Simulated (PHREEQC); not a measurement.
Consider water at 36 °C with 0.1 mol Cu(NO3)2 and 0.0047 mol NaCl per kg of water. Closed to the air; pH follows from the charge balance.

Computed with PHREEQC (ion-association model, phreeqc.dat).

No solid was allowed to form.

Q: Predict the pH, specific conductance, density.

A: pH 4.08; specific conductance 21900 µS/cm; density 1.009 g/cm³.

Q: In which forms is Cl present?

A: Cl- 89 %, CuCl+ 11 % of the Cl.

Constants without temperature data keep their 25 °C values here.
